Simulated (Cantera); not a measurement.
Input (Python, Cantera) and output of one run.

```python
import numpy as np
import cantera as ct

gas_names = [...]  # 110 gases of nasa_gas.yaml made of C, H, O
cond_names = """
    C(gr) C6H6(L) C7H8(L) C8H18(L),n-octa H2O(s) H2O(L)
""".split()


# ... load() reads the species with a 1 bar reference pressure and builds the phases ...
atoms = {
    'CH4': {'C': 1, 'H': 4},
    'O2': {'O': 2},
    'H2': {'H': 2},
}
top_T = {'C(gr)': 4500}  # K; cautious upper limits of use, not melting points


# ... equilibrate(T, P, feed) seeds the gas with the atoms and calls Mixture.equilibrate('TP', solver="vcs", rtol=1e-11, max_steps=5000) ...
results = []
feed = {'CH4': 1, 'O2': 0.045, 'H2': 0.52}  # mol
T = 2525  # K
P = 17000  # Pa
mix = equilibrate(T, P, feed)
results.append((T, P, feed, dict(zip(mix.species_names, mix.species_moles))))
print(gas.report(threshold=0.001))
for i in range(1, mix.n_phases):
    print(f"{mix.phase(i).name:16s} {mix.phase_moles(i):12.5e} mol")
```

Result:

```
       temperature   2525 K
          pressure   17000 Pa
           density   0.0024949 kg/m^3
  mean mol. weight   3.081 kg/kmol
   phase of matter   gas

                          1 kg             1 kmol
                     ---------------   ---------------
          enthalpy        2.7167e+07        8.3702e+07  J
   internal energy        2.0353e+07        6.2708e+07  J
           entropy             70284        2.1655e+05  J/K
    Gibbs function        -1.503e+08       -4.6308e+08  J
 heat capacity c_p             11493             35411  J/K
 heat capacity c_v            8794.7             27097  J/K

                      mass frac. Y      mole frac. X     chem. pot. / RT
                     ---------------   ---------------   ---------------
                CO           0.30342          0.033376           -38.959
    C2H2,acetylene          0.090464          0.010705           -28.707
                 H          0.021003          0.064198           -11.067
                H2           0.58336           0.89154           -22.135
     [ +106 minor]         0.0017528         0.0001788

C(gr)             8.51138e-01 mol
```

Equilibrium computed with Cantera from the NASA thermochemical tables; the gas is ideal and each condensed phase is pure.
